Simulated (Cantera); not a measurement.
Charge: 1 mol Al, 0.034 mol H₂O, 0.31 mol N₂, held at 1.00 bar.

These are equilibrium values from Cantera (NASA tables, ideal gas, pure condensed phases), not measurements of a reactor. Candidate condensed phases: Al, AlN, Al₂O₃, H₂O; 35 gas species. Mutual solubility and eutectic melting of coexisting phases are not modelled. The numbers say what is thermodynamically allowed, not how fast it happens.

x: gas mole fraction; n: condensed amount in mol.

```tsv
T (K)	x H₂	x Al₂O	x Al	x H	x AlH	x AlOH	n Al(s)	n AlN(s)	n Al₂O₃(s)	n Al(l)
700	1.00	<1e-12	<1e-12	<1e-12	<1e-12	<1e-12	0.357	0.620	0.0113	0
800	1.00	<1e-12	<1e-12	?	<1e-12	<1e-12	0.357	0.620	0.0113	0
900	1.00	<1e-12	<1e-12	?	4.27e-11	<1e-12	0.357	0.620	0.0113	0
1000	1.00	2.11e-12	5.07e-11	?	1.13e-9	<1e-12	0	0.620	0.0113	0.357
1100	1.00	1.43e-10	1.55e-9	?	1.56e-8	<1e-12	0	0.620	0.0113	0.357
1200	1.00	4.70e-9	2.66e-8	?	1.38e-7	2.25e-11	0	0.620	0.0113	0.357
1300	1.000	8.87e-8	2.92e-7	?	8.64e-7	3.55e-10	0	0.620	0.0113	0.357
1400	1.000	1.08e-6	2.26e-6	?	4.13e-6	3.73e-9	0	0.620	0.0113	0.357
1500	1.000	9.33e-6	1.32e-5	?	1.59e-5	2.84e-8	0	0.620	0.0113	0.357
1600	1.000	6.07e-5	6.17e-5	?	5.16e-5	1.66e-7	0	0.620	0.0113	0.357
1700	0.999	0.000313	0.000239	?	0.000145	7.86e-7	0	0.620	0.0113	0.357
```

What belongs in the gaps?


- 800, x H: 2.90e-12
- 900, x H: 1.17e-10
- 1000, x H: 2.27e-9
- 1100, x H: 2.59e-8
- 1200, x H: 1.97e-7
- 1300, x H: 1.11e-6
- 1400, x H: 4.86e-6
- 1500, x H: 1.76e-5
- 1600, x H: 5.44e-5
- 1700, x H: 0.000147
